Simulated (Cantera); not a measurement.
A closed system holds: 1 mol NF3, 0.058 mol O2, 8.5 mol H2, at 0.150 bar.

Cantera equilibrium calculation (NASA polynomials, part measured and part estimated; ideal gas, pure solids and liquids). Candidate condensed phases: H2O; 40 gas species. Equilibrium is a limit: real reactors are often held back by kinetics, nucleation or transport. All values below are at 1898 K.

Base state: H2 0.654, HF 0.285, N2 0.0476, H2O 0.0110, H 0.00163 (mole fractions); condensed: gas only.

Task: What changes in the equilibrium state with this change: pressure from 0.150 bar to 0.0133 bar?

Result: 
| species | before | after |
|---|---|---|
| H2 | 0.654 | 0.651 |
| HF | 0.285 | 0.285 |
| N2 | 0.0476 | 0.0475 |
| H | 0.00163 | 0.00546 |
| H2O | 0.0110 | 0.0110 |
